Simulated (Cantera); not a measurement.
**H2O + H2 (abatement and gas-phase synthesis)**

Charge: 1 mol H2O, 0.08 mol H2, held at 2873.15 K.

Cantera equilibrium calculation (NASA polynomials, part measured and part estimated; ideal gas, pure solids and liquids). Candidate condensed phases: H2O; 9 gas species. The ideal-gas law is rough above about 30 bar. The numbers say what is thermodynamically allowed, not how fast it happens.

| P (Pa) | log p H2O | log p H | log p O | log p H2 | log p OH | log p O2 | log p HO2 |
|---|---|---|---|---|---|---|---|
| 10 | -8.20 | -4.17 | -4.51 | -6.38 | -6.51 | -6.72 | -12.61 |
| 200 | -4.50 | -2.93 | -3.29 | -3.90 | -4.05 | -4.29 | -8.93 |
| 3900 | -1.91 | -2.04 | -2.47 | -2.13 | -2.35 | -2.65 | -6.41 |
| 77000 | -0.27 | -1.46 | -1.99 | -0.96 | -1.29 | -1.70 | -4.87 |
| 1500000 | 1.12 | -0.91 | -1.71 | 0.14 | -0.45 | -1.13 | -3.75 |
| 30000000 | 2.44 | -0.30 | -1.61 | 1.36 | 0.26 | -0.93 | -2.95 |
log p: log10 of the partial pressure in bar; nothing condenses.

From 0.0750 Torr to 225000 Torr nothing is condensed.
